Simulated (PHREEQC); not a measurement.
1 kg of water holding 0.37 mol/kgw NaCl and 0.036 mol/kgw SrCl2 is evaporated at 20 °C; the solids stay in contact with the brine. No CO2 enters from the air. Solids allowed: Halite. Others were left out.

The series has 23 steps of water left (kg), from 1 to 0.01337.

The numbers come from PHREEQC with the Pitzer model, pitzer.dat.

Q: Which solids form, in which order, and at which step of the series does each first stand?

A: Halite from water left = 0.06418 kg.
